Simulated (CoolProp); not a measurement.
A closed Brayton cycle with carbon dioxide: compressor inlet 314.15 K and 9.2 MPa, high pressure 29.4 MPa, turbine inlet 975 K, compressor efficiency 0.89, turbine efficiency 0.93, recuperator effectiveness 0.8 (on enthalpy, no pinch check). Each further row changes one setting.

Values from CoolProp's reference Helmholtz-energy equation of state, Span 1996.

```tsv
case	thermal efficiency (%)	net work (kJ/kg)	compressor to turbine work	compressor exit (K)	turbine exit (K)
as stated	36.2	150	0.20	367.8	816.1
turbine inlet 925 K	35.4	139	[?]	367.8	[?]
compressor inlet 324.15 K	[?]	134	0.29	[?]	816.1
high pressure 25 MPa	[?]	133	0.19	359.8	837.5
recuperator effectiveness 0.5	[?]	150	0.20	367.8	816.1
```

Complete the blanks.


- turbine inlet 925 K, compressor to turbine work: 0.21
- turbine inlet 925 K, turbine exit (K): 771.5
- compressor inlet 324.15 K, thermal efficiency (%): 35.5
- compressor inlet 324.15 K, compressor exit (K): 410.2
- high pressure 25 MPa, thermal efficiency (%): 33.8
- recuperator effectiveness 0.5, thermal efficiency (%): 26.1
